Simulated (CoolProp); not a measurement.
Octamethyltrisiloxane (MDM) along the isotherm 575 K: fugacity coefficient from the reference equation and from simpler models built on Tc = 565.4 K, pc = 14.38 bar, ω = 0.528; each cubic takes its own stable root.

Values from CoolProp's reference Helmholtz-energy equation of state, Thol 2017.

```
p (bar)          phase  reference  van der Waals  Redlich-Kwong  Soave-Redlich-Kwong  Peng-Robinson
-------  -------------  ---------  -------------  -------------  -------------------  -------------
0.227              gas     0.9951         0.9955         0.9949               0.9950         0.9944
0.334              gas     0.9928         0.9934         0.9925               0.9926         0.9917
0.49               gas     0.9894         0.9903         0.9890               0.9891         0.9879
0.719              gas     0.9844         0.9858         0.9838               0.9841         0.9822
1.06               gas     0.9771         0.9790         0.9762               0.9766         0.9739
1.55               gas     0.9665         0.9694         0.9652               0.9658            [?]
2.27               gas     0.9510         0.9552         0.9492               0.9501         0.9445
3.34               gas     0.9280         0.9341         0.9256               0.9269         0.9189
4.9                gas     0.8947         0.9035         0.8916               0.8934         0.8822
7.19               gas        [?]            [?]         0.8421               0.8448         0.8294
10.6               gas     0.7727         0.7908         0.7690               0.7731         0.7529
15.5     supercritical     0.6618            [?]         0.6589               0.6669            [?]
22.7     supercritical     0.5020         0.5310         0.5048                  [?]         0.4926
33.4     supercritical     0.3841         0.4246         0.3927               0.4027         0.3793
49       supercritical     0.3068         0.3592            [?]               0.3277            [?]
71.9     supercritical     0.2599         0.3288         0.2747               0.2829         0.2556
```

Fill in the missing entries.


- 1.55, Peng-Robinson: 0.9619
- 7.19, reference: 0.8458
- 7.19, van der Waals: 0.8586
- 15.5, van der Waals: 0.6833
- 15.5, Peng-Robinson: 0.6428
- 22.7, Soave-Redlich-Kwong: 0.5162
- 49, Redlich-Kwong: 0.3189
- 49, Peng-Robinson: 0.3033
